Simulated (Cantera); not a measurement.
**Thermodynamics of carbothermic reduction, feed Fe₃O₄ + CO**

Feed: 1 mol Fe₃O₄, 1.7 mol CO, at 1902 °C.

Cantera equilibrium calculation (NASA polynomials, part measured and part estimated; ideal gas, pure solids and liquids). Candidate condensed phases: C, Fe, Fe(CO)₅, FeO, Fe₂O₃, Fe₃O₄; 15 gas species. The tables' stoichiometric FeO is somewhat more stable than real wüstite, so its field is too wide. FeO: taken at fixed stoichiometry. The numbers say what is thermodynamically allowed, not how fast it happens.

```
P (Pa)   log p CO₂  log p Fe  log p CO  log p O₂  log p O  log p FeO  n FeO(l)
-------  ---------  --------  --------  --------  -------  ---------  --------
10           -4.92     -4.38     -4.84     -4.76    -5.02      -5.28         0
42           -3.97     -3.87     -4.15     -4.24    -4.76      -4.51      1.42
180          -3.03     -3.86     -3.20     -4.26    -4.77      -4.51      2.82
750          -2.37     -3.85     -2.53     -4.27    -4.77      -4.51      2.96
3200         -1.73     -3.85     -1.88     -4.28    -4.78      -4.51      2.99
13000        -1.12     -3.85     -1.27     -4.28    -4.78      -4.51      3.00
56000        -0.48     -3.85     -0.64     -4.28    -4.78      -4.51      3.00
240000        0.15     -3.85     -0.01     -4.28    -4.78      -4.51      3.00
1000000       0.77     -3.85      0.61     -4.28    -4.78      -4.51      3.00
```
log p: log10 of the partial pressure in bar; n: condensed amount in mol.

At 10.0 Pa nothing is condensed. From 42.0 Pa to 10.0 bar the condensed part is FeO(l). The main Fe-bearing gas is Fe throughout.
